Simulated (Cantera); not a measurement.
A freely propagating, adiabatic, planar premixed flame of C3H8 : O2 : N2 = 1 : 6.85 : 20.5 (molar parts), equivalence ratio 0.73, unburnt at 425 K and 0.829 atm; mixture-averaged transport, grid criteria slope 0.08 and curve 0.16, no radiation.

Computed with Cantera and GRI-Mech 3.0 (53 species, 325 reactions). GRI-Mech 3.0 was tuned for natural gas; its chemistry of propane as a main component is partial and can be far from experiment. Burning velocities carry a grid error of a few per cent, more on coarse grids.

Predict: laminar burning velocity; thermal thickness; peak x(H); peak x(C2H).


| Item | Result |
|---|---|
| laminar burning velocity | 92.0 cm/s |
| thermal thickness | 0.334 mm |
| peak x(H) | 0.00661 |
| peak x(C2H) | 7.24e-7 |
